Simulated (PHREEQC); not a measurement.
Solution (25 °C): 0.0017 mol NaH2PO4 and 0.00028 mol NaOH per kg of water. Closed to the air; pH follows from the charge balance.

Computed with PHREEQC (ion-association model, phreeqc.dat).

Q: The ionic strength comes out as 0.00226 mol/kgw. What activity coefficients do H2PO4-, Na+, HPO4-2 get?

A: H2PO4- 0.95, Na+ 0.95, HPO4-2 0.81.

No solid was allowed to form.
